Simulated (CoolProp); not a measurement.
Saturation properties of ethylene.

Values from CoolProp's reference Helmholtz-energy equation of state, Smukala 2000.

```csv
T (K),p (bar),enthalpy of vaporisation (kJ/kg),liquid cp (kJ/(kg K)),vapour Z,surface tension (mN/m)
176.8,1.537,471.4,2.433,0.9554,15.1
184.9,2.323,458.6,2.457,0.9404,13.7
193,3.381,445.0,2.491,0.9225,12.4
201.2,4.783,430.2,2.536,0.9014,11.1
209.3,6.551,414.3,2.595,0.8774,9.81
217.5,8.786,396.7,2.672,0.8498,8.53
225.6,11.49,377.6,2.772,0.8189,7.30
233.7,14.76,356.3,2.906,0.7840,6.10
```

It boils at 169.4 K under 1 atm.

Surface tension comes from a separate correlation (Mulero 2012).
